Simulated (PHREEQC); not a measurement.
Dissolve 0.0022 mol/kgw HCl, 0.22 mol/kgw NaCl and 3.5e-05 mol/kgw MnSO4 at 25 °C. Closed to the air; pH follows from the charge balance.

The numbers come from PHREEQC with the ion-association model, phreeqc.dat.

No solid was allowed to form.

Q: What pH, density, activity of water does the model give?

A: pH 2.76; density 1.006 g/cm³; activity of water 0.992.

Q: In which forms is Mn present?

A: Mn+2 77 %, MnCl+ 21 %, MnCl2 1.0 % of the Mn.

Complexes and solids missing from the database can't appear.
